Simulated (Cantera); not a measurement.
An adiabatic, constant-pressure homogeneous reactor starts with CH₄ : H₂ : O₂ : N₂ : CO₂ = 1 : 0.38 : 2.35 : 8.85 : 1.6 (molar parts), equivalence ratio 0.93, at 1425 K and 7500 Torr.

Computed with Cantera and GRI-Mech 3.0 (53 species, 325 reactions).

Task: Predict: time of steepest temperature rise; temperature at 0.400 s; equilibrium temperature; x(H₂) at 0.400 s; x(O₂) at 0.400 s; x(NO₂) at 0.400 s; x(NO) at 0.400 s.

Result: 
- time of steepest temperature rise = 0.102 ms
- temperature at 0.400 s = 2649 K
- equilibrium temperature = 2649 K
- x(H₂) at 0.400 s = 0.00416 (gas-phase equilibrium 0.00416)
- x(O₂) at 0.400 s = 0.0201 (gas-phase equilibrium 0.0201)
- x(NO₂) at 0.400 s = 6.06e-6 (gas-phase equilibrium 6.06e-6)
- x(NO) at 0.400 s = 0.00808 (gas-phase equilibrium 0.00808)
